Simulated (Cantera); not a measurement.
Cantera run:

```python
import numpy as np
import cantera as ct

gas_names = """
    AL ALH ALN ALO ALOH ALO2 ALO2H AL2 AL2O AL2O2 H HALO HNO HNO2 HNO3 HO2 H2 H2O H2O2 N NH NH2 NH3
    NH2OH NO NO2 NO3 N2 N2H2 N2H4 N2O O OH O2 O3
""".split()
cond_names = """
    AL(cr) AL(L) ALN(s) AL2O3(a) AL2O3(L) H2O(s) H2O(L)
""".split()


def load(file, names, dense=False):
    # The tables refer to 1 bar. Condensed volumes are neglected.
    table = {s.name: s for s in ct.Species.list_from_file(file)}
    out = []
    for n in names:
        d = dict(table[n].input_data)
        d["thermo"] = dict(d["thermo"], **{"reference-pressure": 1e5})
        if dense:
            d["equation-of-state"] = {"model": "constant-volume", "density": "1e6 g/cm^3"}
        out.append(ct.Species.from_dict(d))
    return out


gas = ct.Solution(thermo="ideal-gas", species=load("nasa_gas.yaml", gas_names))
cond = {s.name: ct.Solution(thermo="fixed-stoichiometry", species=[s], name=s.name)
        for s in load("nasa_condensed.yaml", cond_names, dense=True)}
atoms = {
    'AlN': {'AL': 1, 'N': 1},
    'O2': {'O': 2},
    'H2': {'H': 2},
}
top_T = {'ALN(s)': 2750}  # K; cautious upper limits of use, not melting points


def equilibrate(T, P, feed):
    n = {}
    for name, mol in feed.items():
        for a, k in atoms[name].items():
            n[a] = n.get(a, 0.0) + k * mol
    gas.TPX = T, P, n
    mass = sum(n.values()) * gas.mean_molecular_weight
    gas.equilibrate("TP")
    valid = [c for c in cond.values() if c.min_temp <= T <= top_T.get(c.name, c.max_temp)]
    mix = ct.Mixture([(gas, mass / gas.mean_molecular_weight)] + [(c, 0.0) for c in valid])
    mix.T, mix.P = T, P
    mix.equilibrate("TP", solver="vcs", rtol=1e-11, max_steps=5000)
    return mix


results = []
feed = {'AlN': 1, 'O2': 5, 'H2': 33}  # mol
T = 1673  # K
P = 13332.2  # Pa
mix = equilibrate(T, P, feed)
results.append((T, P, feed, dict(zip(mix.species_names, mix.species_moles))))
print(gas.report(threshold=0.001))
for i in range(1, mix.n_phases):
    print(f"{mix.phase(i).name:16s} {mix.phase_moles(i):12.5e} mol")
```

Output:

```
       temperature   1673 K
          pressure   13332 Pa
           density   0.0061941 kg/m^3
  mean mol. weight   6.4626 kg/kmol
   phase of matter   gas

                          1 kg             1 kmol
                     ---------------   ---------------
          enthalpy       -2.4088e+06       -1.5567e+07  J
   internal energy       -4.5612e+06       -2.9478e+07  J
           entropy             34681        2.2413e+05  J/K
    Gibbs function        -6.043e+07       -3.9054e+08  J
 heat capacity c_p              5743             37115  J/K
 heat capacity c_v            4456.4             28800  J/K

                      mass frac. Y      mole frac. X     chem. pot. / RT
                     ---------------   ---------------   ---------------
                H2           0.22807           0.73111           -21.255
               H2O           0.70719           0.25369           -47.487
                N2          0.064689          0.014923           -32.574
     [  +32 minor]        5.4427e-05        0.00027155

AL(L)             0.00000e+00 mol
ALN(s)            0.00000e+00 mol
AL2O3(a)          5.00000e-01 mol
```

Cantera equilibrium calculation (NASA polynomials, part measured and part estimated; ideal gas, pure solids and liquids). Gases not in the tables: Al(OH)3.
